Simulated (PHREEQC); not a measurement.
A solution holds 1.9 mmol/kgw HNO3 and 11 mmol/kgw KCl, at 75 °C and 500 atm. Closed to the air; pH follows from the charge balance.

Computed with PHREEQC (ion-association model, phreeqc.dat).

```json
{
 "pH": "2.77",
 "ionic_strength": "0.0129 mol/kgw",
 "specific_conductance": "5120 µS/cm",
 "total_alkalinity": "-1.90 meq/kg"
}
```

```csv
species,molality,activity,log γ
Cl-,0.0110,0.00970,-0.054
K+,0.0110,0.00970,-0.055
H+,0.00190,0.00171,-0.046
NO3-,0.00190,0.00167,-0.056
```

Precipitation was switched off in this run. Under pressure, the constants of complexes without a molar volume in the database are unreliable. Constants without temperature data keep their 25 °C values here.
